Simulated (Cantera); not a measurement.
A Cantera script and what it prints.

```python
import numpy as np
import cantera as ct

gas_names = """
    CL CL2 H HCL H2 Si SiCL SiCL2 SiCL3 SiCL4 SiH SiHCL3 SiH2 SiH2CL2 SiH3 SiH3CL SiH4 Si2 Si3
""".split()
cond_names = """
    Si(cr) Si(L)
""".split()


def load(file, names, dense=False):
    # The tables refer to 1 bar. Condensed volumes are neglected.
    table = {s.name: s for s in ct.Species.list_from_file(file)}
    out = []
    for n in names:
        d = dict(table[n].input_data)
        d["thermo"] = dict(d["thermo"], **{"reference-pressure": 1e5})
        if dense:
            d["equation-of-state"] = {"model": "constant-volume", "density": "1e6 g/cm^3"}
        out.append(ct.Species.from_dict(d))
    return out


gas = ct.Solution(thermo="ideal-gas", species=load("nasa_gas.yaml", gas_names))
cond = {s.name: ct.Solution(thermo="fixed-stoichiometry", species=[s], name=s.name)
        for s in load("nasa_condensed.yaml", cond_names, dense=True)}
atoms = {
    'SiH2Cl2': {'Si': 1, 'H': 2, 'CL': 2},
    'H2': {'H': 2},
}
top_T = {}  # K; cautious upper limits of use, not melting points


def equilibrate(T, P, feed):
    n = {}
    for name, mol in feed.items():
        for a, k in atoms[name].items():
            n[a] = n.get(a, 0.0) + k * mol
    gas.TPX = T, P, n
    mass = sum(n.values()) * gas.mean_molecular_weight
    gas.equilibrate("TP")
    valid = [c for c in cond.values() if c.min_temp <= T <= top_T.get(c.name, c.max_temp)]
    mix = ct.Mixture([(gas, mass / gas.mean_molecular_weight)] + [(c, 0.0) for c in valid])
    mix.T, mix.P = T, P
    mix.equilibrate("TP", solver="vcs", rtol=1e-11, max_steps=5000)
    return mix


results = []
T = 2025  # K
P = 10000  # Pa
for m in [8.9, 11, 14, 17, 21, 26, 32, 40, 50, 62, 77, 95]:
    feed = {'SiH2Cl2': 1, 'H2': m}  # mol
    mix = equilibrate(T, P, feed)
    results.append((T, P, feed, dict(zip(mix.species_names, mix.species_moles))))

top = {s: max(r[3][s] / sum(r[3][g] for g in gas_names) for r in results) for s in gas_names}
cols = sorted((s for s in top if top[s] > 0.001), key=lambda s: -top[s])[:5]
seen = [c for c in cond_names if any(r[3].get(c, 0) > 1e-12 for r in results)]
print("log10 of partial pressures in bar; condensed amounts in mol")
print(f"{'n(H2)':>10s}" + "".join(f"{s[:9]:>10s}" for s in cols + seen))
for T, P, feed, n in results:
    ng = sum(n[g] for g in gas_names)
    print(f"{feed['H2']:10.4g}" + "".join(f"{np.log10(max(n[s] / ng * P / 1e5, 1e-99)):10.3f}" for s in cols)
          + "".join(f"{n.get(c, 0):10.4g}" for c in seen))
```

It prints:

```
log10 of partial pressures in bar; condensed amounts in mol
     n(H2)        H2       HCL     SiCL2         H     Si(L)
       8.9    -1.073    -1.951    -2.463    -3.252    0.6047
        11    -1.062    -2.004    -2.580    -3.247    0.6366
        14    -1.051    -2.069    -2.721    -3.241    0.6721
        17    -1.044    -2.125    -2.840    -3.238    0.6995
        21    -1.037    -2.189    -2.975    -3.234    0.7275
        26    -1.032    -2.258    -3.117    -3.231    0.7534
        32    -1.027    -2.327    -3.260    -3.229    0.7756
        40    -1.022    -2.404    -3.420    -3.227    0.7958
        50    -1.019    -2.485    -3.584    -3.225    0.8116
        62    -1.016    -2.564    -3.746    -3.224    0.8223
        77    -1.014    -2.647    -3.913    -3.222     0.828
        95    -1.012    -2.728    -4.078    -3.221    0.8284
```

Method: chemical equilibrium by Gibbs-energy minimisation in Cantera with the NASA 1993 tables (ideal gas, pure condensed phases). The tables' values for SiCl, SiCl3 are old estimates; treat these amounts as uncertain. Gases not in the tables: Si2H6 and higher silanes.
